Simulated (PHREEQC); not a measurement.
Dissolve 0.012 mol/kgw NH4HF2, 0.00018 mol/kgw H2SiF6 and 0.74 mol/kgw H2SO4 at 25 °C. Closed to the air; pH follows from the charge balance.

Computed with PHREEQC (ion-association model, wateq4f.dat).

No solid was allowed to form.

Task: Order these S species by the share of S that they hold, largest first: SO4-2, NH4SO4-, HSO4-.

Result: HSO4- (94 %), SO4-2 (6.3 %), NH4SO4- (0.17 %)

Task: Order these F species by the share of F that they hold, largest first: F-, HF, H2F2, SiF6-2.

Result: HF (84 %), H2F2 (11 %), SiF6-2 (4.3 %), F- (0.20 %)

The pH is 0.24 and the ionic strength 0.834 mol/kgw. The ionic strength is past about 0.7 mol/kgw, beyond the range of this activity model, so the values are rough. Complexes and solids missing from the database can't appear. wateq4f.dat counts part of the HF as a dimer, H2F2, which phreeqc.dat doesn't know; its constant is uncertain. SiF6-2 is the database's only silicon fluoride.
